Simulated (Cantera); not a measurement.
An adiabatic, constant-pressure homogeneous reactor starts with CH₃OH : O₂ : N₂ = 1 : 1.85 : 6.96 (molar parts), equivalence ratio 0.81, at 1400 K and 2900000 Pa. Integrator tolerance rtol = 1e-08.

Detailed kinetics in Cantera: GRI-Mech 3.0 (53 species, 325 reactions). GRI-Mech 3.0 was tuned for natural gas; its chemistry of methanol as a main component is partial and can be far from experiment. The pressure lies above the range GRI-Mech 3.0 was tuned for (to about 10 atm).

### Question
What does this change do: initial temperature 1400 to 1250 K?

### Answer
```tsv
quantity	before	after
time of steepest temperature rise	44.8 µs	0.338 ms
temperature at 1.00 s	2781 K	2692 K
equilibrium temperature	2781 K	2692 K
x(CH₃OH) at 1.00 s	<1e-12 (gas-phase equilibrium <1e-12)	<1e-12 (gas-phase equilibrium <1e-12)
x(O₂) at 1.00 s	0.0317 (gas-phase equilibrium 0.0317)	0.0311 (gas-phase equilibrium 0.0311)
x(HCN) at 1.00 s	7.88e-10 (gas-phase equilibrium 7.88e-10)	3.37e-10 (gas-phase equilibrium 3.37e-10)
x(CO₂) at 1.00 s	0.0835 (gas-phase equilibrium 0.0835)	0.0874 (gas-phase equilibrium 0.0874)
x(NO) at 1.00 s	0.0128 (gas-phase equilibrium 0.0128)	0.0111 (gas-phase equilibrium 0.0111)
x(N₂O) at 1.00 s	3.53e-6 (gas-phase equilibrium 3.53e-6)	3.07e-6 (gas-phase equilibrium 3.07e-6)
x(C₂H₂) at 1.00 s	<1e-12 (gas-phase equilibrium <1e-12)	<1e-12 (gas-phase equilibrium <1e-12)
```

### Question
What does this change do: initial temperature 1400 to 1598 K?

### Answer
```tsv
quantity	before	after
time of steepest temperature rise	44.8 µs	6.57 µs
temperature at 1.00 s	2781 K	2891 K
equilibrium temperature	2781 K	2891 K
x(CH₃OH) at 1.00 s	<1e-12 (gas-phase equilibrium <1e-12)	<1e-12 (gas-phase equilibrium <1e-12)
x(O₂) at 1.00 s	0.0317 (gas-phase equilibrium 0.0317)	0.0327 (gas-phase equilibrium 0.0327)
x(HCN) at 1.00 s	7.88e-10 (gas-phase equilibrium 7.88e-10)	2.02e-9 (gas-phase equilibrium 2.02e-9)
x(CO₂) at 1.00 s	0.0835 (gas-phase equilibrium 0.0835)	0.0777 (gas-phase equilibrium 0.0777)
x(NO) at 1.00 s	0.0128 (gas-phase equilibrium 0.0128)	0.0150 (gas-phase equilibrium 0.0150)
x(N₂O) at 1.00 s	3.53e-6 (gas-phase equilibrium 3.53e-6)	4.16e-6 (gas-phase equilibrium 4.16e-6)
x(C₂H₂) at 1.00 s	<1e-12 (gas-phase equilibrium <1e-12)	<1e-12 (gas-phase equilibrium <1e-12)
```
